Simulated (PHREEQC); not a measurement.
1 kg of water holding 0.0048 mol MgCl2, 0.004 mol KCl, 0.36 mol NaCl, 0.18 mol CaCl2 and 0.13 mol SrCl2 is evaporated at 30 °C; the solids stay in contact with the brine. CO2 from the air is kept out. Solids allowed: Bischofite, Brucite, Carnallite, Halite, Portlandite, Sylvite, MgCl2_4H2O. Others were left out.

All values are PHREEQC results (Pitzer model, pitzer.dat), not measurements.

```csv
water left (kg),ionic strength,water activity,Halite (mol),Sr in solution (mol/kgw),K in solution (mol/kgw),Mg in solution (mol/kgw)
1,1.31,0.972,0,0.130,0.00400,0.00480
0.8219,1.59,0.966,0,0.158,0.00487,0.00584
0.6755,1.94,0.958,0,0.192,0.00592,0.00711
0.5552,[?],0.947,0,0.234,0.00720,0.00865
0.4563,[?],0.934,0,0.285,0.00877,0.0105
0.375,3.49,0.916,0,0.347,0.0107,0.0128
0.3082,4.24,0.893,0,0.422,0.0130,0.0156
0.2533,5.16,0.862,0,0.513,0.0158,0.0189
0.2082,6.28,0.822,0,0.624,0.0192,0.0231
0.1711,7.65,0.769,0,0.760,0.0234,0.0280
0.1407,9.30,[?],0,0.924,0.0284,0.0341
0.1156,10.3,0.673,0.122,1.12,0.0346,0.0415
0.09502,11.4,0.638,[?],1.37,0.0421,0.0505
0.07809,[?],0.582,0.292,1.66,0.0512,0.0615
0.06418,15.2,0.500,0.332,2.03,0.0623,0.0748
```

**Question.** Some entries are withheld; supply them.

**Answer.** 
- 0.5552, ionic strength: 2.36
- 0.4563, ionic strength: 2.87
- 0.1407, water activity: 0.702
- 0.09502, Halite (mol): 0.223
- 0.07809, ionic strength: 13.0

Complexes and solids missing from the database can't appear.
